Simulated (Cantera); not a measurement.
**Fluorocarbon and chlorocarbon gases: CHF3 + CH4**

Charge: 1 mol CHF3, a varied amount of CH4, held at 1198 K and 75.0 Torr.

Equilibrium computed with Cantera from the NASA thermochemical tables; the gas is ideal and each condensed phase is pure. Candidate condensed phases: C, C6H6, C7H8, C8H18; 95 gas species. Gases not in the tables: C2F6 and larger saturated fluorocarbons. The numbers say what is thermodynamically allowed, not how fast it happens.

| n(CH4) (mol) | x HF | x CF4 | x H2 | x CH4 | x CHF3 | x H2F2 | x CF2 | x H | n C(graphite) |
|---|---|---|---|---|---|---|---|---|---|
| 0.02 | 0.692 | 0.308 | 2.94e-9 | <1e-12 | 2.25e-6 | 1.07e-6 | 2.59e-7 | 3.26e-11 | 0.540 |
| 0.034 | 0.709 | 0.291 | 3.18e-9 | <1e-12 | 2.24e-6 | 1.12e-6 | 2.51e-7 | 3.39e-11 | 0.568 |
| 0.058 | 0.736 | 0.264 | 3.59e-9 | <1e-12 | 2.21e-6 | 1.21e-6 | 2.40e-7 | 3.60e-11 | 0.616 |
| 0.099 | 0.777 | 0.223 | 4.35e-9 | <1e-12 | 2.15e-6 | 1.35e-6 | 2.20e-7 | 3.97e-11 | 0.698 |
| 0.17 | 0.836 | 0.164 | 5.87e-9 | <1e-12 | 1.98e-6 | 1.56e-6 | 1.89e-7 | 4.61e-11 | 0.840 |
| 0.29 | 0.911 | 0.0886 | 9.51e-9 | <1e-12 | 1.59e-6 | 1.85e-6 | 1.39e-7 | 5.86e-11 | 1.08 |
| 0.48 | 0.993 | 0.00680 | 4.08e-8 | <1e-12 | 4.79e-7 | 2.20e-6 | 3.85e-8 | 1.21e-10 | 1.46 |
| 0.82 | 0.824 | <1e-12 | 0.176 | 4.95e-5 | <1e-12 | 1.51e-6 | <1e-12 | 2.52e-7 | 1.82 |
x: gas mole fraction; n: condensed amount in mol.

From 0.02 mol CH4 to 0.82 mol CH4 the condensed part is C(graphite). The main C-bearing gas is CF4 at 0.02 mol CH4 and CH4 at 0.82 mol CH4. The share of C in condensed phases is highest at 0.82 mol CH4 (100.0 %) and lowest at 0.02 mol CH4 (52.9 %).
